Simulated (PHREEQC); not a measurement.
30 mol of Gypsum (CaSO4:2H2O) is brought to equilibrium with 1 kg of water, with rising amounts of HBr, at 25 °C. CO2 from the air is kept out. The run lets Gypsum, Anhydrite, Portlandite precipitate or redissolve, and no other solid.

All values are PHREEQC results (Pitzer model, pitzer.dat), not measurements.

```json
[
 {"HBr added (mol)": "0", "pH": "7.06", "dissolved Ca (mol/kgw)": "0.0151", "dissolved S (mol/kgw)": "0.0151", "Ca+2 (mol/kgw)": "0.0151", "HSO4- (mol/kgw)": "4.83e-8"},
 {"HBr added (mol)": "0.167", "pH": "0.95", "dissolved Ca (mol/kgw)": "0.0446", "dissolved S (mol/kgw)": "0.0446", "Ca+2 (mol/kgw)": "0.0446", "HSO4- (mol/kgw)": "0.0276"},
 {"HBr added (mol)": "0.25", "pH": "0.76", "dissolved Ca (mol/kgw)": "0.0550", "dissolved S (mol/kgw)": "0.0550", "Ca+2 (mol/kgw)": "0.0550", "HSO4- (mol/kgw)": "…"},
 {"HBr added (mol)": "0.333", "pH": "0.61", "dissolved Ca (mol/kgw)": "0.0640", "dissolved S (mol/kgw)": "0.0640", "Ca+2 (mol/kgw)": "0.0640", "HSO4- (mol/kgw)": "…"},
 {"HBr added (mol)": "0.5", "pH": "0.39", "dissolved Ca (mol/kgw)": "0.0792", "dissolved S (mol/kgw)": "0.0792", "Ca+2 (mol/kgw)": "0.0792", "HSO4- (mol/kgw)": "…"},
 {"HBr added (mol)": "0.667", "pH": "…", "dissolved Ca (mol/kgw)": "0.0917", "dissolved S (mol/kgw)": "0.0917", "Ca+2 (mol/kgw)": "0.0917", "HSO4- (mol/kgw)": "…"},
 {"HBr added (mol)": "0.75", "pH": "0.16", "dissolved Ca (mol/kgw)": "0.0970", "dissolved S (mol/kgw)": "0.0970", "Ca+2 (mol/kgw)": "0.0970", "HSO4- (mol/kgw)": "0.0706"},
 {"HBr added (mol)": "0.833", "pH": "0.09", "dissolved Ca (mol/kgw)": "0.102", "dissolved S (mol/kgw)": "0.102", "Ca+2 (mol/kgw)": "0.102", "HSO4- (mol/kgw)": "…"},
 {"HBr added (mol)": "1", "pH": "-0.03", "dissolved Ca (mol/kgw)": "0.110", "dissolved S (mol/kgw)": "0.110", "Ca+2 (mol/kgw)": "0.110", "HSO4- (mol/kgw)": "0.0812"}
]
```

Some entries are withheld; supply them.


- 0.25, HSO4- (mol/kgw): 0.0364
- 0.333, HSO4- (mol/kgw): 0.0439
- 0.5, HSO4- (mol/kgw): 0.0564
- 0.667, pH: 0.23
- 0.667, HSO4- (mol/kgw): 0.0663
- 0.833, HSO4- (mol/kgw): 0.0745

In brines, pH and single-ion activities rest on the MacInnes convention.
